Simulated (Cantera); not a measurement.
## Equilibrium for silicon oxide and oxynitride deposition: SiF4 + N2O + H2

A closed system holds: 1 mol SiF4, 7.3 mol N2O, a varied amount of H2, held at 1000 K and 91.0 Pa.

Equilibrium computed with Cantera from the NASA thermochemical tables; the gas is ideal and each condensed phase is pure. Candidate condensed phases: H2O, Si, SiO2, Si2N2O, Si3N4; 58 gas species. Kinetics and transport are ignored.

| n(H2) (mol) | log p N2 | log p O2 | log p H2O | log p HF | log p H2 | log p SiF4 | n SiO2(β-quartz) |
|---|---|---|---|---|---|---|---|
| 0.15 | -3.26 | -3.57 | -6.89 | -4.65 | <-15 | -4.16 | 0.0742 |
| 0.31 | -3.27 | -3.59 | -6.26 | -4.35 | -14.53 | -4.20 | 0.151 |
| 0.64 | -3.28 | -3.62 | -5.63 | -4.06 | -13.88 | -4.30 | 0.304 |
| 1.3 | -3.30 | -3.68 | -5.00 | -3.80 | -13.21 | -4.53 | 0.577 |
| 2.7 | -3.33 | -3.83 | -4.26 | -3.63 | -12.41 | -5.32 | 0.925 |
| 5.5 | -3.37 | -4.28 | -3.69 | -3.64 | -11.61 | -6.51 | 0.995 |
| 11 | -3.49 | <-15 | -3.62 | -3.75 | -3.78 | -7.08 | 0.998 |
log p: log10 of the partial pressure in bar; n: condensed amount in mol.

From 0.15 mol H2 to 11 mol H2 the condensed part is SiO2(β-quartz). The main Si-bearing gas is SiF4 throughout. The share of Si in condensed phases is highest at 11 mol H2 (99.8 %) and lowest at 0.15 mol H2 (7.4 %).
